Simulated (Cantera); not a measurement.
Input (Python, Cantera) and output of one run.

```python
import numpy as np
import cantera as ct

gas_names = """
    AL2O CL2 O
""".split()
cond_names = """
    ALCL3(s) ALCL3(L)
""".split()


# ... load() reads the species with a 1 bar reference pressure and builds the phases ...
species = {s.name: s for s in load("nasa_gas.yaml", gas_names) + load("nasa_condensed.yaml", cond_names)}
# Each term lists the table entries of one substance; the one whose range holds T is used.
reactions = {
    'Al2O(g) + 3 Cl2(g) = 2 AlCl3 + O(g)':
        [(-1, ['AL2O']), (-3, ['CL2']), (2, ['ALCL3(s)', 'ALCL3(L)']), (1, ['O'])],
}


def pick(names, T):
    return next(species[n] for n in names if species[n].thermo.min_temp <= T <= species[n].thermo.max_temp)


results = []
for label, terms in reactions.items():
    print(label)
    print("     T/K   dH/kJ  dS/(J/K)   dG/kJ   log10 K")
    for T in [400, 410, 420, 430, 440, 450, 460, 470, 480, 490, 500]:
        used = [(nu, pick(names, T)) for nu, names in terms]
        dH = sum(nu * s.thermo.h(T) for nu, s in used) / 1e6
        dS = sum(nu * s.thermo.s(T) for nu, s in used) / 1e3
        dG = dH - T * dS / 1e3
        logK = -dG * 1e6 / (ct.gas_constant * T * np.log(10))
        results.append((label, T, dH, dS, dG, logK, [s.name for _, s in used]))
        print(f"{T:8g} {dH:8.1f} {dS:8.1f} {dG:8.1f} {logK:8.2f}")
```

It prints:

```
Al2O(g) + 3 Cl2(g) = 2 AlCl3 + O(g)
     T/K   dH/kJ  dS/(J/K)   dG/kJ   log10 K
     400  -1011.3   -525.8   -801.0   104.59
     410  -1010.7   -524.3   -795.7   101.37
     420  -1010.1   -522.8   -790.5    98.31
     430  -1009.4   -521.3   -785.3    95.39
     440  -1008.8   -519.8   -780.1    92.60
     450  -1008.1   -518.3   -774.9    89.94
     460  -1007.4   -516.8   -769.7    87.40
     470   -935.9   -363.1   -765.2    85.04
     480   -934.8   -360.9   -761.6    82.87
     490   -933.7   -358.6   -758.0    80.80
     500   -932.6   -356.5   -754.4    78.81
```

Standard-state values (1 bar) from the NASA 1993 polynomials, evaluated with Cantera. Condensed species are held in their standard states even where they would react or evaporate.
